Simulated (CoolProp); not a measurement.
Vapour-liquid equilibrium of carbon dioxide (1) + CH2F2 (R32) (2) at 280.4 K; x and y are mole fractions of (1).

The numbers come from the multi-fluid Helmholtz-energy mixture model, Span 1996 and Tillner-Roth 1997; pair parameters Bell 2016 in CoolProp.

Question: Give the bubble pressure and the first vapour's composition at x = 0.5, 0.575, 0.875. Is there an azeotrope?

Answer: x = 0.5: 2.519 MPa, y = 0.735; x = 0.575: 2.753 MPa, y = 0.783; x = 0.875: 3.741 MPa, y = 0.940. No azeotrope shows between x = 0.05 and 0.95.

The pair parameters rest on a limited set of measurements; away from them the model extrapolates.
